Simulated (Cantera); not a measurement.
A Cantera script and its output.

```python
import numpy as np
import cantera as ct

gas = ct.Solution("gri30.yaml")
gas.TPX = 1575, 2700000, {'CH4': 1, 'O2': 1.33, 'N2': 5.01}
reactor = ct.IdealGasReactor(gas, energy="on", clone=False)
net = ct.ReactorNet([reactor])
net.rtol, net.atol = 1e-08, 1e-16
show = ['CH4', 'O2', 'OH', 'H2O2', 'NO2', 'NO']
times = np.geomspace(7e-06, 5, 10)

steps = ct.SolutionArray(gas, extra=["t"])
rows = []
print(f"{'t/s':>10s}{'T/K':>9s}{'P/Pa':>11s}" + "".join(f"{s:>11s}" for s in show))
for t in times:
    while net.time < t:
        t_next = net.step()
        steps.append(gas.state, t=t_next)
    rows.append([np.interp(t, steps.t, y) for y in (steps.T, steps.P, *steps(*show).X.T)])
    print(f"{t:10.3e}{rows[-1][0]:9.1f}{rows[-1][1]:11.4g}" + "".join(f"{x:11.3e}" for x in rows[-1][2:]))
rate = np.gradient(steps.T, steps.t)
print("integrator steps:", len(steps.t))
if steps.T.max() > steps.T[0] + 200:
    print(f"time of steepest temperature rise: {steps.t[rate.argmax()]:.4e} s")
gas.TPX = 1575, 2700000, {'CH4': 1, 'O2': 1.33, 'N2': 5.01}
gas.equilibrate("UV")
print(f"equilibrium (UV): T = {gas.T:.1f} K  " + "  ".join(f"{s} {gas[s].X[0]:.3e}" for s in show))
```

It prints:

```
       t/s      T/K       P/Pa        CH4         O2         OH       H2O2        NO2         NO
 7.000e-06   1575.9  2.702e+06  1.358e-01  1.810e-01  5.294e-07  1.320e-06  8.756e-15  6.160e-13
 3.130e-05   1620.9  2.782e+06  1.269e-01  1.751e-01  5.161e-06  1.208e-05  5.759e-12  3.485e-11
 1.399e-04   3185.4  6.027e+06  3.103e-10  5.511e-04  8.079e-03  6.766e-07  5.455e-07  2.684e-03
 6.257e-04   3185.4  6.027e+06  3.103e-10  5.511e-04  8.079e-03  6.766e-07  5.455e-07  2.684e-03
 2.798e-03   3185.4  6.027e+06  3.103e-10  5.511e-04  8.079e-03  6.766e-07  5.455e-07  2.684e-03
 1.251e-02   3185.4  6.027e+06  3.103e-10  5.511e-04  8.079e-03  6.766e-07  5.455e-07  2.684e-03
 5.593e-02   3185.4  6.027e+06  3.103e-10  5.511e-04  8.079e-03  6.766e-07  5.455e-07  2.684e-03
 2.501e-01   3185.4  6.027e+06  3.103e-10  5.511e-04  8.079e-03  6.766e-07  5.455e-07  2.684e-03
 1.118e+00   3185.4  6.027e+06  3.103e-10  5.511e-04  8.079e-03  6.766e-07  5.455e-07  2.684e-03
 5.000e+00   3185.4  6.027e+06  3.103e-10  5.511e-04  8.079e-03  6.766e-07  5.455e-07  2.684e-03
integrator steps: 1901
time of steepest temperature rise: 4.2901e-05 s
equilibrium (UV): T = 3185.4 K  CH4 3.518e-10  O2 5.511e-04  OH 8.079e-03  H2O2 6.766e-07  NO2 5.455e-07  NO 2.684e-03
```

Detailed kinetics in Cantera: GRI-Mech 3.0 (53 species, 325 reactions). The pressure lies above the range GRI-Mech 3.0 was tuned for (to about 10 atm). Above 3000 K some thermodynamic fits are extrapolated.
